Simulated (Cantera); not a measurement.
A perfectly stirred reactor is fed with H2 : O2 = 0.022 : 1 (molar parts), equivalence ratio 0.011, at 10.00 Torr; it is held at 1350 K, and followed from long to short residence time.

Model: the H2/O2 subset of GRI-Mech 3.0, which has no nitrogen chemistry, integrated in Cantera. Radical loss at walls, strong at low pressure, is not modelled.

Problem. What does this change do: temperature 1350 to 900 K?

Solution. 
```json
[
 {"quantity": "x(H2) at τ = 0.530 s", "before": "9.35e-5", "after": "0.000872"},
 {"quantity": "x(O2) at τ = 0.530 s", "before": "0.972", "after": "0.977"},
 {"quantity": "x(OH) at τ = 0.530 s", "before": "0.00148", "after": "0.000203"},
 {"quantity": "x(H2O2) at τ = 0.530 s", "before": "2.07e-8", "after": "8.63e-8"},
 {"quantity": "x(O) at τ = 0.530 s", "before": "0.00588", "after": "0.000761"},
 {"quantity": "x(H2) at τ = 67.0 ms", "before": "0.000269", "after": "0.00261"},
 {"quantity": "x(O2) at τ = 67.0 ms", "before": "0.964", "after": "0.976"},
 {"quantity": "x(OH) at τ = 67.0 ms", "before": "0.00223", "after": "0.000492"},
 {"quantity": "x(H2O2) at τ = 67.0 ms", "before": "2.73e-8", "after": "1.46e-7"},
 {"quantity": "x(O) at τ = 67.0 ms", "before": "0.0128", "after": "0.00201"}
]
```
Below about 950 K walls govern HO2 and H2O2 in real vessels.

Problem. What does this change do: temperature 1350 to 1025 K?

Solution. 
| quantity | before | after |
|---|---|---|
| x(H2) at τ = 0.530 s | 9.35e-5 | 0.000300 |
| x(O2) at τ = 0.530 s | 0.972 | 0.976 |
| x(OH) at τ = 0.530 s | 0.00148 | 0.000379 |
| x(H2O2) at τ = 0.530 s | 2.07e-8 | 5.53e-8 |
| x(O) at τ = 0.530 s | 0.00588 | 0.00186 |
| x(H2) at τ = 67.0 ms | 0.000269 | 0.000986 |
| x(O2) at τ = 67.0 ms | 0.964 | 0.972 |
| x(OH) at τ = 67.0 ms | 0.00223 | 0.000819 |
| x(H2O2) at τ = 67.0 ms | 2.73e-8 | 8.85e-8 |
| x(O) at τ = 67.0 ms | 0.0128 | 0.00499 |

Problem. What does this change do: O2 1 to 8.5 parts?

Solution. 
```tsv
quantity	before	after
x(H2) at τ = 0.530 s	9.35e-5	1.69e-5
x(O2) at τ = 0.530 s	0.972	0.996
x(OH) at τ = 0.530 s	0.00148	0.000288
x(H2O2) at τ = 0.530 s	2.07e-8	2.65e-9
x(O) at τ = 0.530 s	0.00588	0.00175
x(H2) at τ = 67.0 ms	0.000269	9.32e-5
x(O2) at τ = 67.0 ms	0.964	0.995
x(OH) at τ = 67.0 ms	0.00223	0.000389
x(H2O2) at τ = 67.0 ms	2.73e-8	3.94e-9
x(O) at τ = 67.0 ms	0.0128	0.00212
```
